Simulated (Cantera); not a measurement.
Charge: 1 mol H2O, 0.18 mol H2, held at 10.0 mbar.

Equilibrium computed with Cantera from the NASA thermochemical tables; the gas is ideal and each condensed phase is pure. Candidate condensed phases: H2O; 9 gas species. Rates play no part.

x: gas mole fraction; nothing condenses.

```
T (°C)  x H2O   x H2       x H      x OH      x O2       x O     x HO2
------  -----  -----  --------  --------  --------  --------  --------
302     0.847  0.153    <1e-12    <1e-12    <1e-12    <1e-12    <1e-12
502     0.847  0.153         ?    <1e-12    <1e-12    <1e-12    <1e-12
702     0.847  0.153   4.47e-9  4.50e-11    <1e-12    <1e-12    <1e-12
902     0.847  0.153   4.79e-7   1.85e-8    <1e-12    <1e-12    <1e-12
1102    0.847  0.153   1.34e-5   1.34e-6  2.89e-10  1.08e-10    <1e-12
1302    0.847  0.152  0.000162   3.28e-5   7.48e-8   2.93e-8  4.35e-12
1502    0.846  0.152   0.00113  0.000391   5.60e-6   2.27e-6  3.50e-10
1702    0.841  0.151   0.00532   0.00282  0.000176   7.30e-5   1.16e-8
1902    0.810  0.153         ?         ?         ?         ?         ?
2102    0.699  0.174    0.0588    0.0421    0.0160   0.00957   1.23e-6
```

Q: Fill in the missing entries.

A: 
- 1902, x H: 0.0191
- 1902, x OH: 0.0136
- 1902, x O2: 0.00265
- 1902, x O: 0.00119
- 1902, x HO2: 1.85e-7
- 502, x H: 3.87e-12
